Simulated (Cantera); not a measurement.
Charge: 1 mol B2O3, 3.3 mol NH3, 0.37 mol H2, at 10000 Pa.

Method: chemical equilibrium by Gibbs-energy minimisation in Cantera with the NASA 1993 tables (ideal gas, pure condensed phases). Candidate condensed phases: B, BN, B2O3, B3O3H3, H2O; 39 gas species. Mutual solubility and eutectic melting of coexisting phases are not modelled. Gases not in the tables: H3BO3. The numbers say what is thermodynamically allowed, not how fast it happens.

log p: log10 of the partial pressure in bar; n: condensed amount in mol.

| T (K) | log p H2 | log p N2 | log p HBO2 | log p HBO | log p B2O3 | n BN(s) | n B2O3(l) |
|---|---|---|---|---|---|---|---|
| 1175 | -1.12 | -1.63 | -5.09 | -6.89 | -8.40 | 0.00934 | 0.995 |
| 1225 | -1.12 | -1.63 | -4.79 | -6.36 | -7.69 | 0.00932 | 0.995 |
| 1275 | -1.12 | -1.63 | -4.51 | -5.88 | -7.04 | 0.00943 | 0.994 |
| 1325 | -1.12 | -1.63 | -4.25 | -5.43 | -6.44 | 0.00976 | 0.993 |
| 1375 | -1.12 | -1.63 | -4.02 | -5.02 | -5.88 | 0.0104 | 0.991 |
| 1425 | -1.12 | -1.63 | -3.80 | -4.64 | -5.37 | 0.0113 | 0.988 |
| 1475 | -1.12 | -1.63 | -3.60 | -4.28 | -4.89 | (withheld) | 0.982 |
| 1525 | -1.12 | -1.63 | -3.41 | -3.95 | -4.45 | (withheld) | 0.973 |
| 1575 | -1.12 | -1.63 | -3.24 | -3.64 | -4.03 | 0.0156 | 0.957 |
| 1625 | -1.13 | -1.63 | -3.07 | -3.35 | -3.64 | 0.0159 | 0.930 |
| 1675 | -1.13 | -1.63 | -2.93 | -3.08 | -3.28 | (withheld) | 0.881 |

Task: Fill in the missing entries.

Result: 
- 1475, n BN(s): 0.0126
- 1525, n BN(s): 0.0142
- 1675, n BN(s): 0.0133
